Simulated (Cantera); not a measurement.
Input (Python, Cantera) and output of one run.

```python
import numpy as np
import cantera as ct

gas_names = """
    H HO2 H2 H2O H2O2 H2S H2SO4 Mg MgH MgO MgOH MgO2H2 MgS Mg2 O OH O2 O3 S SH SO SO2 SO3 S2 S2O S8
""".split()
cond_names = """
    H2O(s) H2O(L) H2SO4(L) Mg(cr) Mg(L) MgO(s) MgO(L) MgO2H2(s) MgS(s) MgSO4(s) MgSO4(L) S(cr1) S(cr2)
    S(L)
""".split()


def load(file, names, dense=False):
    # The tables refer to 1 bar. Condensed volumes are neglected.
    table = {s.name: s for s in ct.Species.list_from_file(file)}
    out = []
    for n in names:
        d = dict(table[n].input_data)
        d["thermo"] = dict(d["thermo"], **{"reference-pressure": 1e5})
        if dense:
            d["equation-of-state"] = {"model": "constant-volume", "density": "1e6 g/cm^3"}
        out.append(ct.Species.from_dict(d))
    return out


gas = ct.Solution(thermo="ideal-gas", species=load("nasa_gas.yaml", gas_names))
cond = {s.name: ct.Solution(thermo="fixed-stoichiometry", species=[s], name=s.name)
        for s in load("nasa_condensed.yaml", cond_names, dense=True)}
atoms = {
    'MgSO4': {'Mg': 1, 'S': 1, 'O': 4},
    'H2O': {'H': 2, 'O': 1},
    'H2': {'H': 2},
}
top_T = {'MgS(s)': 2250}  # K; cautious upper limits of use, not melting points


def equilibrate(T, P, feed):
    n = {}
    for name, mol in feed.items():
        for a, k in atoms[name].items():
            n[a] = n.get(a, 0.0) + k * mol
    gas.TPX = T, P, n
    mass = sum(n.values()) * gas.mean_molecular_weight
    gas.equilibrate("TP")
    valid = [c for c in cond.values() if c.min_temp <= T <= top_T.get(c.name, c.max_temp)]
    mix = ct.Mixture([(gas, mass / gas.mean_molecular_weight)] + [(c, 0.0) for c in valid])
    mix.T, mix.P = T, P
    mix.equilibrate("TP", solver="vcs", rtol=1e-11, max_steps=5000)
    return mix


results = []
T = 1350  # K
P = 25  # Pa
for m in [0.083, 0.22, 0.35, 0.49, 0.62, 0.76, 0.89, 1, 1.2, 1.3]:
    feed = {'MgSO4': 1, 'H2O': 0.22, 'H2': m}  # mol
    mix = equilibrate(T, P, feed)
    results.append((T, P, feed, dict(zip(mix.species_names, mix.species_moles))))

top = {s: max(r[3][s] / sum(r[3][g] for g in gas_names) for r in results) for s in gas_names}
cols = sorted((s for s in top if top[s] > 0.0001), key=lambda s: -top[s])[:7]
seen = [c for c in cond_names if any(r[3].get(c, 0) > 1e-12 for r in results)]
print("log10 of partial pressures in bar; condensed amounts in mol")
print(f"{'n(H2)':>10s}" + "".join(f"{s[:9]:>10s}" for s in cols + seen))
for T, P, feed, n in results:
    ng = sum(n[g] for g in gas_names)
    print(f"{feed['H2']:10.4g}" + "".join(f"{np.log10(max(n[s] / ng * P / 1e5, 1e-99)):10.3f}" for s in cols)
          + "".join(f"{n.get(c, 0):10.4g}" for c in seen))
```

It prints:

```
log10 of partial pressures in bar; condensed amounts in mol
     n(H2)       SO2       H2O        O2        H2        S2        SO       H2S    MgO(s)
     0.083    -3.848    -4.367    -4.187    -8.963   -19.673    -9.378   -17.889         1
      0.22    -3.865    -4.221    -4.274    -8.774   -19.532    -9.351   -17.630         1
      0.35    -3.880    -4.124    -4.368    -8.630   -19.374    -9.319   -17.406         1
      0.49    -3.896    -4.044    -4.489    -8.490   -19.163    -9.274   -17.160         1
      0.62    -3.910    -3.985    -4.632    -8.360   -18.907    -9.217   -16.902         1
      0.76    -3.924    -3.933    -4.846    -8.200   -18.507    -9.124   -16.543         1
      0.89    -3.938    -3.892    -5.199    -7.983   -17.829    -8.961   -15.987         1
         1    -3.949    -3.863    -7.233    -6.936   -13.782    -7.955   -12.916         1
       1.2    -4.003    -3.869   -11.296    -4.911    -5.764    -5.978    -6.881         1
       1.3    -4.033    -3.862   -11.463    -4.820    -5.491    -5.925    -6.655         1
```

Cantera equilibrium calculation (NASA polynomials, part measured and part estimated; ideal gas, pure solids and liquids).
